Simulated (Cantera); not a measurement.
Cantera run, input and output.

```python
import numpy as np
import cantera as ct

gas = ct.Solution("gri30.yaml")
gas.TPX = 1325, 2500, {'H2': 0.12, 'O2': 1}
reactor = ct.IdealGasConstPressureReactor(gas, energy="off", clone=False)
net = ct.ReactorNet([reactor])
net.rtol, net.atol = 1e-08, 1e-18
show = ['H2', 'O2', 'H2O', 'O', 'HO2', 'H', 'OH']
times = np.geomspace(4e-05, 1, 9)

steps = ct.SolutionArray(gas, extra=["t"])
rows = []
print(f"{'t/s':>10s}{'T/K':>9s}{'P/Pa':>11s}" + "".join(f"{s:>11s}" for s in show))
for t in times:
    while net.time < t:
        t_next = net.step()
        steps.append(gas.state, t=t_next)
    rows.append([np.interp(t, steps.t, y) for y in (steps.T, steps.P, *steps(*show).X.T)])
    print(f"{t:10.3e}{rows[-1][0]:9.1f}{rows[-1][1]:11.4g}" + "".join(f"{x:11.3e}" for x in rows[-1][2:]))
rate = np.gradient(steps.T, steps.t)
print("integrator steps:", len(steps.t))
if steps.T.max() > steps.T[0] + 200:
    print(f"time of steepest temperature rise: {steps.t[rate.argmax()]:.4e} s")
gas.TPX = 1325, 2500, {'H2': 0.12, 'O2': 1}
gas.equilibrate("TP")
print(f"equilibrium (TP): T = {gas.T:.1f} K  " + "  ".join(f"{s} {gas[s].X[0]:.3e}" for s in show))
```

It prints:

```
       t/s      T/K       P/Pa         H2         O2        H2O          O        HO2          H         OH
 4.000e-05   1325.0       2500  1.071e-01  8.929e-01  3.903e-08  4.546e-08  5.603e-08  4.946e-08  3.629e-08
 1.418e-04   1325.0       2500  1.071e-01  8.929e-01  2.728e-06  1.611e-06  2.034e-07  1.310e-06  1.197e-06
 5.030e-04   1325.0       2500  4.322e-02  8.494e-01  4.740e-02  2.686e-02  7.166e-06  2.006e-02  1.302e-02
 1.784e-03   1325.0       2500  3.016e-03  8.238e-01  9.108e-02  5.407e-02  8.060e-06  1.920e-02  8.797e-03
 6.325e-03   1325.0       2500  1.935e-03  8.490e-01  1.002e-01  3.259e-02  7.618e-06  9.111e-03  7.138e-03
 2.243e-02   1325.0       2500  5.131e-04  8.769e-01  1.096e-01  8.193e-03  4.900e-06  1.155e-03  3.719e-03
 7.953e-02   1325.0       2500  5.694e-05  8.853e-01  1.124e-01  8.993e-04  1.313e-06  4.209e-05  1.247e-03
 2.820e-01   1325.0       2500  6.282e-06  8.865e-01  1.130e-01  9.969e-05  2.248e-07  1.557e-06  4.167e-04
 1.000e+00   1325.0       2500  9.733e-07  8.867e-01  1.131e-01  1.556e-05  5.842e-08  9.602e-08  1.647e-04
integrator steps: 1454
equilibrium (TP): T = 1325.0 K  H2 1.027e-07  O2 8.868e-01  H2O 1.132e-01  O 1.651e-06  HO2 5.889e-08  H 3.336e-09  OH 5.366e-05
```

Model: GRI-Mech 3.0 (53 species, 325 reactions), integrated in Cantera. Radical loss at walls, strong at low pressure, is not modelled. The temperature is held fixed by assumption; the heat of reaction is taken as removed at once.
